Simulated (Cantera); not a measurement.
Feed: 1 mol LiCl, 2.5 mol HCl, 11 mol H₂, equilibrated at 627 °C and 0.590 bar.

Cantera equilibrium calculation (NASA polynomials, part measured and part estimated; ideal gas, pure solids and liquids). Candidate condensed phases: Li, LiCl, LiH; 11 gas species. Kinetics and transport are ignored.

### Question
What is the equilibrium state?

### Answer
- x(H₂): 0.815
- x(HCl): 0.185
- x(Li₂Cl₂): 6.29e-5
- x(LiCl): 3.19e-5
- x(Li₃Cl₃): 4.76e-6
- n(LiCl(l)): 0.998 mol
- gas amount: 13.50 mol
- log10 activity of Li(l) (absent): -12.83
